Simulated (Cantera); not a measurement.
A Cantera script and its output.

```python
import numpy as np
import cantera as ct

gas = ct.Solution("gri30.yaml")


def delay(T, t_max=10):
    gas.TPX = T, 260000, {'H2': 1, 'O2': 0.521, 'N2': 2.97}
    reactor = ct.IdealGasConstPressureReactor(gas, clone=False)
    net = ct.ReactorNet([reactor])
    net.rtol, net.atol = 1e-8, 1e-16
    while net.time < t_max:
        t_old, T_old = net.time, reactor.T
        net.step()
        if reactor.T > T + 400:  # ignition: a rise of 400 K
            return t_old + (T + 400 - T_old) / (reactor.T - T_old) * (net.time - t_old)
    return np.nan


taus = []
for T in [1425, 1500, 1575, 1650, 1725]:
    taus.append(delay(T))
    print(f"T0 = {T:6g} K   tau = {taus[-1]:.4e} s")

# d ln(tau) / d ln(k), from doubling and halving each rate constant
T, sens = 1575, []
for i in range(gas.n_reactions):
    gas.set_multiplier(2.0, i)
    up = delay(T)
    gas.set_multiplier(0.5, i)
    down = delay(T)
    gas.set_multiplier(1.0, i)
    sens.append((np.log(up / down) / np.log(4.0), gas.reaction(i).equation))
sens.sort(key=lambda x: -abs(x[0]))
print(f"sensitivities at {T} K")
for s, eq in sens[:10]:
    print(f"{s:8.3f}  {eq}")
```

It prints:

```
T0 =   1425 K   tau = 9.8534e-06 s
T0 =   1500 K   tau = 8.1797e-06 s
T0 =   1575 K   tau = 7.1590e-06 s
T0 =   1650 K   tau = 6.5605e-06 s
T0 =   1725 K   tau = 6.2547e-06 s
sensitivities at 1575 K
  -0.454  H + O2 <=> O + OH
  -0.122  H2 + O <=> H + OH
  -0.102  H + O2 + H2O <=> HO2 + H2O
  -0.080  H + OH + M <=> H2O + M
  -0.076  H2 + OH <=> H + H2O
  -0.051  H + HO2 <=> H2 + O2
  -0.035  H + O2 + N2 <=> HO2 + N2
  -0.026  2 H + H2O <=> H2 + H2O
  -0.019  2 H + M <=> H2 + M
  -0.017  H + O2 + M <=> HO2 + M
```

Cantera simulation using GRI-Mech 3.0 (53 species, 325 reactions); the numbers are that mechanism's predictions, not measurements. The hydrogen kinetics of GRI-Mech 3.0 are dated; newer H2 mechanisms differ, most at raised pressure. Where the delays flatten at high temperature, the 400 K rule measures the pace of heat release, not the induction time.
